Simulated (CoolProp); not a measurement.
Ethanol at 293.15 K and 0.00413 MPa flows at 2.9 m/s in a round tube of 4.6 mm bore and 0.25 µm roughness, fully developed (64/Re and Nu = 3.66 if laminar; Colebrook and Gnielinski if turbulent). Each further row changes one setting.

The numbers come from the reference Helmholtz-energy equation of state, Schroeder 2014 in CoolProp.

| case | Reynolds number | Darcy friction factor | pressure drop (Pa/m) | heat-transfer coefficient (W/(m² K)) | mass flow (kg/h) |
|---|---|---|---|---|---|
| as stated | … | … | … | 11.7 | 0.0136 |
| velocity 5.8 m/s | 242 | 0.264 | … | 11.7 | 0.0272 |
| diameter 9.2 mm | 242 | 0.264 | 9.45 | … | … |

Problem. Complete the blanks.

Solution. 
- as stated, Reynolds number: 121
- as stated, Darcy friction factor: 0.528
- as stated, pressure drop (Pa/m): 37.8
- velocity 5.8 m/s, pressure drop (Pa/m): 75.6
- diameter 9.2 mm, heat-transfer coefficient (W/(m² K)): 5.87
- diameter 9.2 mm, mass flow (kg/h): 0.0543

Viscosity comes from a separate model (Kiselev 2005). Thermal conductivity comes from a separate model (Assael 2013).
